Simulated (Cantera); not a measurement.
A perfectly stirred reactor is fed with CH4 : N2 = 1 : 99 (molar parts), at 10.00 Torr; it is held at 1750 K, and followed from long to short residence time.

Detailed kinetics in Cantera: GRI-Mech 3.0 (53 species, 325 reactions). GRI-Mech 3.0 stops at C3 and has no aromatics, soot or wall deposition, so with more carbon than oxygen in the feed, carbon stays in small species such as C2H2 where larger ones or solid carbon would form. Radical loss at walls, strong at low pressure, is not modelled.

| quantity | before | after |
|---|---|---|
| x(CH4) at τ = 21.0 s | 0.000369 | 0.000215 |
| x(C2H2) at τ = 21.0 s | 0.00463 | 0.00464 |
| x(H2) at τ = 21.0 s | 0.0142 | 0.0145 |
| x(H) at τ = 21.0 s | 9.49e-5 | 9.65e-5 |
| x(HCN) at τ = 21.0 s | 0.000215 | 0.000373 |
| x(CH4) at τ = 0.100 s | 0.00814 | 0.00564 |
| x(C2H2) at τ = 0.100 s | 0.000560 | 0.00180 |
| x(H2) at τ = 0.100 s | 0.00223 | 0.00595 |
| x(H) at τ = 0.100 s | 8.72e-6 | 2.15e-5 |
| x(HCN) at τ = 0.100 s | 1.62e-7 | 1.46e-6 |

Q: What was changed between the two runs?
(A) pressure from 10.00 Torr to 28.5 Torr
(B) N2 99 to 56 parts
(C) pressure from 10.00 Torr to 0.428 Torr
(D) pressure from 10.00 Torr to 0.593 Torr

A: A, pressure from 10.00 Torr to 28.5 Torr
